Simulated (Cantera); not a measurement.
A closed system holds: 1 mol SiF4, a varied amount of NH3, 0.23 mol H2, 0.39 mol N2, equilibrated at 852 °C and 1.00 bar.

Method: chemical equilibrium by Gibbs-energy minimisation in Cantera with the NASA 1993 tables (ideal gas, pure condensed phases). Candidate condensed phases: Si, Si3N4; 37 gas species. The tables' values for SiF3 are old estimates; treat these amounts as uncertain. Equilibrium is a limit: real reactors are often held back by kinetics, nucleation or transport.

**Question.** At 5 mol NH3, list the 6 most abundant gas species with their mole fractions, and the condensed phases.

**Answer.** H2 0.664, N2 0.249, SiF4 0.0853, HF 0.00115, SiHF3 0.000656, NH3 7.49e-5. Condensed: Si3N4(s).
